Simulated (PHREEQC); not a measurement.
Dissolve 0.023 mol Cu(NO3)2 and 0.00027 mol NaCl per kg of water at 75 °C. It is in equilibrium with CO2 at log p = -1 (atm). Otherwise closed; pH follows from the charge balance.

The numbers come from PHREEQC with the ion-association model, phreeqc.dat.

No solid was allowed to form.

**Question.** Estimate the pH.

**Answer.** pH 3.93.

**Question.** In which forms is C present?

**Answer.** CO2 97 %, CuHCO3+ 2.4 %, HCO3- 0.5 % of the C.

At this temperature some constants are extrapolated from 25 °C, and those without enthalpy data are left unchanged.
